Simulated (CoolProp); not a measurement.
Vapour-liquid equilibrium of isobutene (1) + n-octane (2) at 73.25 °C; x and y are mole fractions of (1).

Model: multi-fluid Helmholtz-energy mixture model, Lemmon 2005 and Beckmüller 2019; pair parameters Bell 2016, in CoolProp.

### Question
Give the bubble pressure and the first vapour's composition at x = 0.05, 0.35, 0.95. Is there an azeotrope?

### Answer
x = 0.05: 0.6387 bar, y = 0.723; x = 0.35: 3.373 bar, y = 0.957; x = 0.95: 9.926 bar, y = 0.998. No azeotrope shows between x = 0.05 and 0.95.

The pair parameters rest on a limited set of measurements; away from them the model extrapolates.
